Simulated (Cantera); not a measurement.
Cantera run:

```python
import numpy as np
import cantera as ct

gas_names = """
    C CN CO CO2 C2 CCN CNC C2N2 C2O C3 C3O2 C4 C4N2 C5 Cu CuO Cu2 N NCO NO NO2 NO3 N2 N2O O O2 O3
""".split()
cond_names = """
    C(gr) Cu(cr) Cu(L) CuO(s) Cu2O(s) Cu2O(L)
""".split()


def load(file, names, dense=False):
    # The tables refer to 1 bar. Condensed volumes are neglected.
    table = {s.name: s for s in ct.Species.list_from_file(file)}
    out = []
    for n in names:
        d = dict(table[n].input_data)
        d["thermo"] = dict(d["thermo"], **{"reference-pressure": 1e5})
        if dense:
            d["equation-of-state"] = {"model": "constant-volume", "density": "1e6 g/cm^3"}
        out.append(ct.Species.from_dict(d))
    return out


gas = ct.Solution(thermo="ideal-gas", species=load("nasa_gas.yaml", gas_names))
cond = {s.name: ct.Solution(thermo="fixed-stoichiometry", species=[s], name=s.name)
        for s in load("nasa_condensed.yaml", cond_names, dense=True)}
atoms = {
    'Cu2O': {'Cu': 2, 'O': 1},
    'C': {'C': 1},
    'N2': {'N': 2},
}
top_T = {'C(gr)': 4500, 'CuO(s)': 1390}  # K; cautious upper limits of use, not melting points


def equilibrate(T, P, feed):
    n = {}
    for name, mol in feed.items():
        for a, k in atoms[name].items():
            n[a] = n.get(a, 0.0) + k * mol
    gas.TPX = T, P, n
    mass = sum(n.values()) * gas.mean_molecular_weight
    gas.equilibrate("TP")
    valid = [c for c in cond.values() if c.min_temp <= T <= top_T.get(c.name, c.max_temp)]
    mix = ct.Mixture([(gas, mass / gas.mean_molecular_weight)] + [(c, 0.0) for c in valid])
    mix.T, mix.P = T, P
    mix.equilibrate("TP", solver="vcs", rtol=1e-11, max_steps=5000)
    return mix


results = []
feed = {'Cu2O': 1, 'C': 6.6, 'N2': 0.16}  # mol
P = 133.322  # Pa
for T in [1323, 1423, 1523, 1623, 1723, 1823, 1923]:
    mix = equilibrate(T, P, feed)
    results.append((T, P, feed, dict(zip(mix.species_names, mix.species_moles))))

top = {s: max(r[3][s] / sum(r[3][g] for g in gas_names) for r in results) for s in gas_names}
cols = sorted((s for s in top if top[s] > 0.0001), key=lambda s: -top[s])[:7]
seen = [c for c in cond_names if any(r[3].get(c, 0) > 1e-12 for r in results)]
print("log10 of partial pressures in bar; condensed amounts in mol")
print(f"{'T/K':>10s}" + "".join(f"{s[:9]:>10s}" for s in cols + seen))
for T, P, feed, n in results:
    ng = sum(n[g] for g in gas_names)
    print(f"{T:10.4g}" + "".join(f"{np.log10(max(n[s] / ng * P / 1e5, 1e-99)):10.3f}" for s in cols)
          + "".join(f"{n.get(c, 0):10.4g}" for c in seen))
```

Result:

```
log10 of partial pressures in bar; condensed amounts in mol
       T/K        CO        Cu        N2       Cu2     C(gr)    Cu(cr)     Cu(L)
      1323    -2.940    -6.571    -3.736   -10.561       5.6         2         0
      1423    -2.940    -5.679    -3.736    -9.315       5.6         0     1.998
      1523    -2.943    -4.919    -3.739    -8.263       5.6         0     1.989
      1623    -2.958    -4.255    -3.754    -7.346       5.6         0     1.949
      1723    -3.015    -3.671    -3.811    -6.540       5.6         0     1.778
      1823    -3.267    -3.152    -4.063    -5.827       5.6         0    0.6937
      1923    -3.374    -3.075    -4.170    -5.962       5.6         0         0
```

Method: chemical equilibrium by Gibbs-energy minimisation in Cantera with the NASA 1993 tables (ideal gas, pure condensed phases).
